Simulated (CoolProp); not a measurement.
Saturated liquid density (kg/m³) of carbon dioxide: the reference equation beside estimates from Tc = 304.1 K, pc = 7.377 MPa, ω = 0.224.

Values from CoolProp's reference Helmholtz-energy equation of state, Span 1996.

```tsv
T (K)	reference	Redlich-Kwong	Soave-Redlich-Kwong
237.8	1098	960.5	1000
241	1085	945.9	985.9
244.2	?	930.8	970.9
247.4	1057	?	?
250.5	1044	?	?
253.7	1029	883.4	923.0
256.9	1014	866.4	905.6
260.1	?	848.8	887.5
263.3	?	830.5	868.6
266.4	965.8	812.1	?
269.6	948.1	792.3	828.8
```

Question: Complete the blanks.

Answer: 
- 244.2, reference: 1071
- 247.4, Redlich-Kwong: 915.3
- 247.4, Soave-Redlich-Kwong: 955.3
- 250.5, Redlich-Kwong: 899.9
- 250.5, Soave-Redlich-Kwong: 939.7
- 260.1, reference: 998.4
- 263.3, reference: 982.2
- 266.4, Soave-Redlich-Kwong: 849.5

Absolute difference from the reference over all 11 rows, mean and median: Redlich-Kwong 14.3 and 14.1 %, Soave-Redlich-Kwong 10.5 and 10.3 %.
